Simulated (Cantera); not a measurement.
**H2O + O2 (abatement and gas-phase synthesis)**

A closed system holds: 1 mol H2O, 0.05 mol O2, at 2.10 bar.

These are equilibrium values from Cantera (NASA tables, ideal gas, pure condensed phases), not measurements of a reactor. Candidate condensed phases: H2O; 9 gas species. Equilibrium is a limit: real reactors are often held back by kinetics, nucleation or transport.

From 2648 K to 3248 K nothing is condensed.

```tsv
T (K)	log p H2O	log p H2	log p OH	log p H	log p O2	log p O	log p HO2	log p H2O2
2648	0.26	-1.19	-1.09	-1.93	-0.97	-2.02	-4.27	-5.23
2723	0.25	-1.07	-1.01	-1.74	-0.95	-1.88	-4.19	-5.18
2798	0.23	-0.97	-0.93	-1.57	-0.93	-1.74	-4.12	-5.13
2873	0.21	-0.87	-0.85	-1.41	-0.91	-1.60	-4.05	-5.08
2948	0.19	-0.79	-0.78	-1.27	-0.89	-1.47	-3.98	-5.04
3023	0.17	-0.71	-0.72	-1.13	-0.87	-1.35	-3.92	-5.01
3098	0.13	-0.65	-0.66	-1.00	-0.85	-1.23	-3.86	-4.98
3173	0.10	-0.59	-0.61	-0.88	-0.84	-1.12	-3.81	-4.97
3248	0.05	-0.55	-0.57	-0.77	-0.82	-1.02	-3.77	-4.96
```
log p: log10 of the partial pressure in bar; nothing condenses.
